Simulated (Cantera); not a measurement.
# Adiabatic ignition

An adiabatic, constant-volume homogeneous reactor starts with 3.94 % C₃H₈, 20.2 % O₂, 75.9 % N₂, equivalence ratio 0.98, at 1675 K and 750 Torr.

Detailed kinetics in Cantera: GRI-Mech 3.0 (53 species, 325 reactions). GRI-Mech 3.0 was tuned for natural gas; its chemistry of propane as a main component is partial and can be far from experiment.

```json
[
 {"t (s)": "9.00e-6", "T (K)": "1651", "P (bar)": "1.00", "x C₃H₈": "0.0244", "x O₂": "0.193", "x C₂H₂": "0.000112", "x CH₂CO": "0.000308", "x CH₂": "9.34e-6"},
 {"t (s)": "2.45e-5", "T (K)": "2697", "P (bar)": "1.82", "x C₃H₈": "<1e-12", "x O₂": "0.0387", "x C₂H₂": "<1e-12", "x CH₂CO": "1.23e-12", "x CH₂": "2.08e-11"},
 {"t (s)": "6.65e-5", "T (K)": "2925", "P (bar)": "1.95", "x C₃H₈": "<1e-12", "x O₂": "0.0330", "x C₂H₂": "<1e-12", "x CH₂CO": "<1e-12", "x CH₂": "<1e-12"},
 {"t (s)": "0.000181", "T (K)": "2980", "P (bar)": "1.97", "x C₃H₈": "<1e-12", "x O₂": "0.0302", "x C₂H₂": "<1e-12", "x CH₂CO": "<1e-12", "x CH₂": "<1e-12"},
 {"t (s)": "0.000492", "T (K)": "2972", "P (bar)": "1.97", "x C₃H₈": "<1e-12", "x O₂": "0.0278", "x C₂H₂": "<1e-12", "x CH₂CO": "<1e-12", "x CH₂": "<1e-12"},
 {"t (s)": "0.00134", "T (K)": "2970", "P (bar)": "1.97", "x C₃H₈": "<1e-12", "x O₂": "0.0271", "x C₂H₂": "<1e-12", "x CH₂CO": "<1e-12", "x CH₂": "<1e-12"},
 {"t (s)": "0.00364", "T (K)": "2970", "P (bar)": "1.97", "x C₃H₈": "<1e-12", "x O₂": "0.0271", "x C₂H₂": "<1e-12", "x CH₂CO": "<1e-12", "x CH₂": "<1e-12"},
 {"t (s)": "0.00989", "T (K)": "2970", "P (bar)": "1.97", "x C₃H₈": "<1e-12", "x O₂": "0.0271", "x C₂H₂": "<1e-12", "x CH₂CO": "<1e-12", "x CH₂": "<1e-12"},
 {"t (s)": "0.0269", "T (K)": "2970", "P (bar)": "1.97", "x C₃H₈": "<1e-12", "x O₂": "0.0271", "x C₂H₂": "<1e-12", "x CH₂CO": "<1e-12", "x CH₂": "<1e-12"},
 {"t (s)": "0.0732", "T (K)": "2970", "P (bar)": "1.97", "x C₃H₈": "<1e-12", "x O₂": "0.0271", "x C₂H₂": "<1e-12", "x CH₂CO": "<1e-12", "x CH₂": "<1e-12"},
 {"t (s)": "0.199", "T (K)": "2970", "P (bar)": "1.97", "x C₃H₈": "<1e-12", "x O₂": "0.0271", "x C₂H₂": "<1e-12", "x CH₂CO": "<1e-12", "x CH₂": "<1e-12"},
 {"t (s)": "0.541", "T (K)": "2970", "P (bar)": "1.97", "x C₃H₈": "<1e-12", "x O₂": "0.0271", "x C₂H₂": "<1e-12", "x CH₂CO": "<1e-12", "x CH₂": "<1e-12"},
 {"t (s)": "1.47", "T (K)": "2970", "P (bar)": "1.97", "x C₃H₈": "<1e-12", "x O₂": "0.0271", "x C₂H₂": "<1e-12", "x CH₂CO": "<1e-12", "x CH₂": "<1e-12"},
 {"t (s)": "4.00", "T (K)": "2970", "P (bar)": "1.97", "x C₃H₈": "<1e-12", "x O₂": "0.0271", "x C₂H₂": "<1e-12", "x CH₂CO": "<1e-12", "x CH₂": "<1e-12"}
]
```
x: mole fraction; the columns are a selection and need not sum to one.

```json
{
  "time_of_steepest_temperature_rise": "20.7 µs",
  "temperature at 4.00 s": "2970 K",
  "equilibrium_temperature": "2970 K",
  "x(C₃H₈) at 4.00 s": "<1e-12 (gas-phase equilibrium <1e-12)",
  "x(O₂) at 4.00 s": "0.0271 (gas-phase equilibrium 0.0271)",
  "x(C₂H₂) at 4.00 s": "<1e-12 (gas-phase equilibrium <1e-12)"
}
```
